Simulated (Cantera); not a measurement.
A closed system holds: 1 mol TEOS, 11 mol N₂O, at 1600 K and 0.160 bar.

Cantera equilibrium calculation (NASA polynomials, part measured and part estimated; ideal gas, pure solids and liquids). Candidate condensed phases: C, C₆H₆, C₇H₈, C₈H₁₈, H₂O, Si, SiC, SiO₂, Si₂N₂O, Si₃N₄; 151 gas species. The feed counts by its element totals alone. The tables hold silica as quartz up to 1696 K and as liquid above; real silica turns to tridymite and cristobalite and melts near 1996 K. Gases not in the tables: Si(OH)₄. The numbers say what is thermodynamically allowed, not how fast it happens.

Q: What is the equilibrium state?

A: 
```
Item                                       Result
--------------------------------------  ---------
x(N₂)                                       0.379
x(CO)                                       0.231
x(H₂)                                       0.217
x(H₂O)                                      0.127
x(CO₂)                                     0.0450
x(H)                                      6.34e-5
x(OH)                                     1.45e-6
n(SiO₂(β-quartz))                       1.000 mol
gas amount                              29.00 mol
log10 activity of C(graphite) (absent)      -4.26
log10 activity of Si(s) (absent)            -9.63
```
